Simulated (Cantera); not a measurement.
Feed: 1 mol SiC, 3.7 mol CO₂, 930 mol N₂, 0.83 mol N₂O, held at 1523.15 K and 1330 Pa.

Cantera equilibrium calculation (NASA polynomials, part measured and part estimated; ideal gas, pure solids and liquids). Candidate condensed phases: C, Si, SiC, SiO₂, Si₂N₂O, Si₃N₄; 34 gas species. The tables hold silica as quartz up to 1696 K and as liquid above; real silica turns to tridymite and cristobalite and melts near 1996 K. Kinetics and transport are ignored.

Base state: N₂ 0.995, CO 0.00339, CO₂ 0.00164 (mole fractions); condensed: SiO₂(β-quartz).

Task: What changes in the equilibrium state with this change: CO₂ from 3.7 to 0.032 mol?

Result: 
| species | before | after |
|---|---|---|
| N₂ | 0.995 | 0.999 |
| CO | 0.00339 | 0.000645 |
| SiO | 1.92e-7 | 2.05e-5 |
| CO₂ | 0.00164 | <1e-9 |
| SiO₂(β-quartz), mol | 1.000 | 0 |
| SiC(s), mol | 0 | 0.432 |
| Si₂N₂O(s), mol | 0 | 0.275 |
Mutual solubility and eutectic melting of coexisting phases are not modelled.
